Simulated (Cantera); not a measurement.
Input: 1 mol SiC, 0.041 mol N2O, 11 mol N2, at 925 K and 3.50 bar.

These are equilibrium values from Cantera (NASA tables, ideal gas, pure condensed phases), not measurements of a reactor. Candidate condensed phases: C, Si, SiC, SiO2, Si2N2O, Si3N4; 34 gas species. Equilibrium is a limit: real reactors are often held back by kinetics, nucleation or transport.

Base state: N2 1.00 (mole fractions); condensed: C(graphite) + Si2N2O(s) + Si3N4(s).

### Question
What changes in the equilibrium state with this change: temperature from 925 K to 2025 K?

### Answer
```
species           before     after
----------------  ------  --------
N2                  1.00     0.996
CO                 <1e-9   0.00346
SiO                <1e-9  0.000248
C(graphite), mol    1.00         0
Si2N2O(s), mol    0.0410         0
Si3N4(s), mol      0.306    0.0118
SiC(s), mol            0     0.962
```
Mutual solubility and eutectic melting of coexisting phases are not modelled.

### Question
What changes in the equilibrium state with this change: SiC replaced by Si3N4?

### Answer
```
species           before   after
----------------  ------  ------
N2                  1.00    1.00
C(graphite), mol    1.00       0
Si2N2O(s), mol    0.0410  0.0410
Si3N4(s), mol      0.306   0.973
```
